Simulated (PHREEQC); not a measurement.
**Ultrapure water in contact with air or piping (model solution)**

Model water analysis in mg/L, 25 °C, pH 6.71, pe 10: Na 0.00275; K 0.00666; Ca 0.0103; Mg 0.0104; Cl 0.00266; S(6) as SO4 0.0212; Alkalinity as HCO3 0.0692; Br 0.00118; B 7.59e-06; O(0) (dissolved oxygen) 0.0016.

Valence states are taken as typed.

Model: ion-association model, wateq4f.dat, run in PHREEQC.

No solid was allowed to form.

### Question
Predict the charge-balance error.

### Answer
charge-balance error -0.2 %.

### Question
In which forms is C present?

### Answer
HCO3- 70 %, CO2 30 % of the C.

Complexes and solids missing from the database can't appear.
